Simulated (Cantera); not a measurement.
What does this Cantera script print?

```python
import numpy as np
import cantera as ct

gas_names = """
    CL CL2 H HCL H2 Si SiCL SiCL2 SiCL3 SiCL4 SiH SiHCL3 SiH2 SiH2CL2 SiH3 SiH3CL SiH4 Si2 Si3
""".split()
cond_names = """
    Si(cr) Si(L)
""".split()


def load(file, names, dense=False):
    # The tables refer to 1 bar. Condensed volumes are neglected.
    table = {s.name: s for s in ct.Species.list_from_file(file)}
    out = []
    for n in names:
        d = dict(table[n].input_data)
        d["thermo"] = dict(d["thermo"], **{"reference-pressure": 1e5})
        if dense:
            d["equation-of-state"] = {"model": "constant-volume", "density": "1e6 g/cm^3"}
        out.append(ct.Species.from_dict(d))
    return out


gas = ct.Solution(thermo="ideal-gas", species=load("nasa_gas.yaml", gas_names))
cond = {s.name: ct.Solution(thermo="fixed-stoichiometry", species=[s], name=s.name)
        for s in load("nasa_condensed.yaml", cond_names, dense=True)}
atoms = {
    'SiCl4': {'Si': 1, 'CL': 4},
    'H2': {'H': 2},
    'Cl2': {'CL': 2},
}
top_T = {}  # K; cautious upper limits of use, not melting points


def equilibrate(T, P, feed):
    n = {}
    for name, mol in feed.items():
        for a, k in atoms[name].items():
            n[a] = n.get(a, 0.0) + k * mol
    gas.TPX = T, P, n
    mass = sum(n.values()) * gas.mean_molecular_weight
    gas.equilibrate("TP")
    valid = [c for c in cond.values() if c.min_temp <= T <= top_T.get(c.name, c.max_temp)]
    mix = ct.Mixture([(gas, mass / gas.mean_molecular_weight)] + [(c, 0.0) for c in valid])
    mix.T, mix.P = T, P
    mix.equilibrate("TP", solver="vcs", rtol=1e-11, max_steps=5000)
    return mix


results = []
T = 1673  # K
P = 160000  # Pa
for m in [11, 14, 17, 22, 27, 34, 43, 54, 68, 85]:
    feed = {'SiCl4': 1, 'H2': m, 'Cl2': 0.11}  # mol
    mix = equilibrate(T, P, feed)
    results.append((T, P, feed, dict(zip(mix.species_names, mix.species_moles))))

top = {s: max(r[3][s] / sum(r[3][g] for g in gas_names) for r in results) for s in gas_names}
cols = sorted((s for s in top if top[s] > 1e-05), key=lambda s: -top[s])[:7]
seen = [c for c in cond_names if any(r[3].get(c, 0) > 1e-12 for r in results)]
print("log10 of partial pressures in bar; condensed amounts in mol")
print(f"{'n(H2)':>10s}" + "".join(f"{s[:9]:>10s}" for s in cols + seen))
for T, P, feed, n in results:
    ng = sum(n[g] for g in gas_names)
    print(f"{feed['H2']:10.4g}" + "".join(f"{np.log10(max(n[s] / ng * P / 1e5, 1e-99)):10.3f}" for s in cols)
          + "".join(f"{n.get(c, 0):10.4g}" for c in seen))
```

Output:

```
log10 of partial pressures in bar; condensed amounts in mol
     n(H2)        H2       HCL     SiCL2     SiCL3     SiCL4    SiHCL3   SiH2CL2    Si(cr)
        11     0.093    -0.627    -1.042    -1.751    -2.140    -2.166    -2.955         0
        14     0.115    -0.705    -1.109    -1.906    -2.385    -2.311    -3.001         0
        17     0.129    -0.771    -1.168    -2.039    -2.590    -2.436    -3.045         0
        22     0.144    -0.844    -1.275    -2.227    -2.859    -2.617    -3.138   0.04632
        27     0.153    -0.893    -1.383    -2.388    -3.073    -2.773    -3.236    0.1166
        34     0.162    -0.952    -1.510    -2.579    -3.328    -2.960    -3.355     0.198
        43     0.170    -1.017    -1.647    -2.785    -3.602    -3.162    -3.484    0.2818
        54     0.176    -1.084    -1.787    -2.994    -3.882    -3.368    -3.618    0.3622
        68     0.181    -1.156    -1.935    -3.217    -4.179    -3.588    -3.761    0.4407
        85     0.185    -1.228    -2.085    -3.441    -4.478    -3.810    -3.906    0.5128
```

Cantera equilibrium calculation (NASA polynomials, part measured and part estimated; ideal gas, pure solids and liquids). The tables' values for SiCl3 are old estimates; treat these amounts as uncertain. Gases not in the tables: Si2H6 and higher silanes.
